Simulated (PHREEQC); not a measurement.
Arsenic or selenium liquor

Dissolve 0.0055 mol/kgw Na2SeO3, 0.053 mol/kgw NaOH and 0.097 mol/kgw CaCl2 at 25 °C. Closed to the air; pH follows from the charge balance.

Model: ion-association model, wateq4f.dat, run in PHREEQC.

This is a speciation only: nothing precipitates in the calculation.

Question: Predict the pH, activity of water.

Answer: pH 12.42; activity of water 0.993.

Question: In which forms is Ca present?

Answer: Ca+2 86 %, CaOH+ 14 % of the Ca.

Saturation is exceeded, for instance for CaSeO3, Portlandite; the values hold only as long as no solid forms.
